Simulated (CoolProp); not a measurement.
Vapour-liquid equilibrium of n-hexane (1) + benzene (2) at 91.05 °C; x and y are mole fractions of (1).

Values from CoolProp's multi-fluid Helmholtz-energy mixture model, Thol 2019 and Thol 2012; pair parameters Bell 2016.

Question: Give the bubble pressure and the first vapour's composition at x = 0.05, 0.8, 0.875. Is there an azeotrope?

Answer: x = 0.05: 0.1484 MPa, y = 0.097; x = 0.8: 0.1941 MPa, y = 0.810; x = 0.875: 0.1948 MPa, y = 0.877. y crosses x between x = 0.875 and 0.95: the model has an azeotrope there.

The pair parameters rest on a limited set of measurements; away from them the model extrapolates.
